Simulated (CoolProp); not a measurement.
trans-2-butene along the isotherm 251.85 °C: Z from the reference equation and from simpler models built on Tc = 155.5 °C, pc = 4.019 MPa, ω = 0.210; each cubic takes its own stable root.

Computed with CoolProp (reference Helmholtz-energy equation of state, Lemmon 2005). It is a short technical equation, of lower accuracy than the large ones.

```json
[
 {"p (MPa)": "0.402", "phase": "gas", "reference": "0.9823"},
 {"p (MPa)": "0.804", "phase": "gas", "reference": "0.9643"},
 {"p (MPa)": "1.21", "phase": "gas", "reference": "0.9460"},
 {"p (MPa)": "1.61", "phase": "gas", "reference": "0.9277"},
 {"p (MPa)": "2.01", "phase": "gas", "reference": "0.9091"},
 {"p (MPa)": "2.41", "phase": "gas", "reference": "0.8904"},
 {"p (MPa)": "2.81", "phase": "gas", "reference": "0.8715"},
 {"p (MPa)": "3.22", "phase": "gas", "reference": "0.8519"},
 {"p (MPa)": "3.62", "phase": "gas", "reference": "0.8327"},
 {"p (MPa)": "4.02", "phase": "supercritical", "reference": "0.8134"},
 {"p (MPa)": "4.42", "phase": "supercritical", "reference": "0.7940"},
 {"p (MPa)": "4.82", "phase": "supercritical", "reference": "0.7748"},
 {"p (MPa)": "5.22", "phase": "supercritical", "reference": "0.7557"},
 {"p (MPa)": "5.63", "phase": "supercritical", "reference": "0.7364"},
 {"p (MPa)": "6.03", "phase": "supercritical", "reference": "0.7180"}
]
```

### Question
How far does each simpler model (Pitzer virial, Soave-Redlich-Kwong, Peng-Robinson) lie from the reference over these 15 states: mean and median of the absolute difference, and the worst?

### Answer
- Pitzer virial: mean 1.6 %, median 1.4 %, worst +3.7 % at 251.85 °C and 6.03 MPa
- Soave-Redlich-Kwong: mean 1.6 %, median 1.3 %, worst +4.0 % at 251.85 °C and 6.03 MPa
- Peng-Robinson: mean 0.9 %, median 1.0 %, worst -1.3 % at 251.85 °C and 4.02 MPa
